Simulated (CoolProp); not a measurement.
Vapour-liquid equilibrium of carbon dioxide (1) + R142b (2) at 262.9 K; x and y are mole fractions of (1).

Computed with CoolProp (multi-fluid Helmholtz-energy mixture model, Span 1996 and Lemmon 2006; pair parameters Bell 2016).

```
x     bubble pressure (MPa)  y at the bubble point  dew pressure at overall composition x (MPa)  liquid density (mol/L)
----  ---------------------  ---------------------  -------------------------------------------  ----------------------
0.05                 0.1939                  0.512                                            …                   12.22
0.2                  0.5347                  0.838                                       0.1205                   13.31
0.35                      …                      …                                       0.1474                   14.53
0.5                   1.291                  0.948                                       0.1896                       …
0.65                  1.661                      …                                       0.2654                   17.54
0.8                   2.039                  0.981                                       0.4429                   19.40
0.95                  2.467                  0.995                                        1.322                       …
```

**Question.** Complete the blanks.

**Answer.** 
- 0.05, dew pressure at overall composition x (MPa): 0.1018
- 0.35, bubble pressure (MPa): 0.9120
- 0.35, y at the bubble point: 0.915
- 0.5, liquid density (mol/L): 15.93
- 0.65, y at the bubble point: 0.967
- 0.95, liquid density (mol/L): 21.57

No azeotrope shows between x = 0.05 and 0.95.

Pair parameters are fitted to limited data, so mixtures are less certain than the pure fluids.
